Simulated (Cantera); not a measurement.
Input: 1 mol Si3N4, 0.0037 mol Si, 0.033 mol H2, equilibrated at 1.33 mbar.

Equilibrium computed with Cantera from the NASA thermochemical tables; the gas is ideal and each condensed phase is pure. Candidate condensed phases: Si, Si3N4; 18 gas species. The numbers say what is thermodynamically allowed, not how fast it happens.

Problem. What share of the Si ends up in condensed phases as a function of T (K), at 1925, 2025, 2125, 2225, 2325, 2425, 2525, 2625, 2725, 2825, 2925?

Solution. 
```csv
T (K),Si condensed (%),as
1925,99.0,Si(l)
2025,96.7,Si(l)
2125,89.2,Si(l)
2225,60.3,Si(l)
2325,0.0,-
2425,0.0,-
2525,0.0,-
2625,0.0,-
2725,0.0,-
2825,0.0,-
2925,0.0,-
```
